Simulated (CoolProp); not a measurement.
The fluid at 297.82 K and 0.25 MPa is throttled through a valve to 0.0313 MPa with no heat exchange. The same conditions are run with several fluids, on thermodynamics alone (safety and materials aside).

Model: reference Helmholtz-energy equation of state of each fluid (sulfur dioxide: Gao 2016; propane: Lemmon 2009; nitrogen: Span 2000; R13: Platzer 1990; nitrous oxide: Lemmon 2006), in CoolProp. The equations of Platzer and Polt are older, rougher fits.

```json
[
 {"fluid": "sulfur dioxide", "temperature change (K)": "-8.8", "final density (kg/m³)": "…"},
 {"fluid": "propane", "temperature change (K)": "…", "final density (kg/m³)": "…"},
 {"fluid": "nitrogen", "temperature change (K)": "…", "final density (kg/m³)": "0.355"},
 {"fluid": "R13", "temperature change (K)": "…", "final density (kg/m³)": "1.34"},
 {"fluid": "nitrous oxide", "temperature change (K)": "…", "final density (kg/m³)": "0.562"}
]
```

Q: Fill in the missing entries.

A: 
- sulfur dioxide, final density (kg/m³): 0.839
- propane, temperature change (K): -3.9
- propane, final density (kg/m³): 0.568
- nitrogen, temperature change (K): -0.5
- R13, temperature change (K): -2.5
- nitrous oxide, temperature change (K): -2.4
